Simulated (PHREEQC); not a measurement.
A PHREEQC speciation (ion-association model, wateq4f.dat) at 10 °C gives pH 6.16 and these molalities:

```tsv
species	mol/kgw
NiSO4	0.103
SO4-2	0.101
Ni+2	0.0968
Na+	0.0105
NaSO4-	0.00112
Ni(SO4)2-2	0.000551
Fe+2	0.000282
FeSO4	0.000218
NiOH+	2.53e-6
HSO4-	1.68e-6
H+	8.88e-7
```

**Question.** What are the element totals, and what could have been dissolved in 1 kg of water to give them?

**Answer.** This is not unique; one that fits is totals Fe(2) 0.000500, Na 0.0116, Ni 0.200, S(6) 0.206 mol/kgw, from 0.2 mol NiSO4, 0.0058 mol Na2SO4 and 0.0005 mol FeSO4 per kg of water.

Precipitation was switched off in this run. Complexes and solids missing from the database can't appear. In wateq4f.dat the enthalpy of Ni(OH)2 has the wrong sign, so its saturation index can't be trusted away from 25 °C. Away from 25 °C the constants follow the database's enthalpies or fits; those with neither stay at their 25 °C values.
